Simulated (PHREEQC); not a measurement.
Consider water at 5.8 °C with 0.017 mol ZnSO4, 0.00092 mol NaOH, 0.028 mol H2SO4 and 0.0013 mol LiOH per kg of water. Closed to the air; pH follows from the charge balance.

The numbers come from PHREEQC with the ion-association model, phreeqc.dat.

No solid was allowed to form.

Estimate the pH.

pH 1.53.

In which forms is S present?

SO4-2 41 %, HSO4- 41 %, ZnSO4 13 %, Zn(SO4)2-2 4.7 % of the S.

Species that the database lacks are ignored. Constants without temperature data keep their 25 °C values here.
